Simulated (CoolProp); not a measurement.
Vapour-liquid equilibrium of dimethyl ether (1) + n-hexane (2) at 263.3 K; x and y are mole fractions of (1).

The numbers come from the multi-fluid Helmholtz-energy mixture model, Wu 2011 and Thol 2019; pair parameters Bell 2016 in CoolProp.

Give the bubble pressure and the first vapour's composition at x = 0.35, 0.5, 0.95. Is there an azeotrope?

x = 0.35: 0.08830 MPa, y = 0.971; x = 0.5: 0.1129 MPa, y = 0.981; x = 0.95: 0.1770 MPa, y = 0.998. No azeotrope shows between x = 0.05 and 0.95.

Pair parameters are fitted to limited data, so mixtures are less certain than the pure fluids.
